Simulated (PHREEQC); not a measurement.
Dissolve 0.0012 mol CuCl2, 0.00049 mol HCl and 0.00023 mol KCl per kg of water at 25 °C. Closed to the air; pH follows from the charge balance.

Computed with PHREEQC (ion-association model, phreeqc.dat).

Each row changes one thing in this solution. This is a speciation only: nothing precipitates in the calculation.

```csv
case,pH,ionic strength (mol/kgw),SI of Sylvite (KCl)
as made,3.34,0.00430,-7.11
0.00081 mol/kgw NaBF4 added,___,0.00560,-7.12
CuCl2 from 0.0012 to 0.0006 mol/kgw,3.33,0.00251,-7.30
CuCl2 replaced by CdCl2 at the same molality,3.34,0.00390,___
CuCl2 replaced by PbCl2 at the same molality,3.34,0.00412,-7.12
```

Q: Some entries are withheld; supply them.

A: 
- 0.00081 mol/kgw NaBF4 added, pH: 3.03
- CuCl2 replaced by CdCl2 at the same molality, SI of Sylvite (KCl): -7.13

Species that the database lacks are ignored. Real BF4- forms and hydrolyses slowly; the run takes it at equilibrium.
